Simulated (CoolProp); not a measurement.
The fluid at 298.15 K and 3.77 MPa is compressed adiabatically to 21.4 MPa with isentropic efficiency 1. The same conditions are run with several fluids, on thermodynamics alone (safety and materials aside).

Values from CoolProp's reference Helmholtz-energy equation of state of each fluid (nitrous oxide: Lemmon 2006; methane: Setzmann 1991; oxygen: Schmidt 1985; ethylene: Smukala 2000; carbon dioxide: Span 1996).

Rank nitrous oxide, methane, oxygen, ethylene, carbon dioxide by work (kJ/kg), highest first.

methane (319), oxygen (176), ethylene (138), carbon dioxide (94.4), nitrous oxide (90.2)

```csv
fluid,final temperature (K),final density (kg/m³)
nitrous oxide,448.0,324
methane,445.6,91.3
oxygen,489.2,160
ethylene,427.2,208
carbon dioxide,448.9,308
```

Above 300 K oxygen's equation is extrapolated.
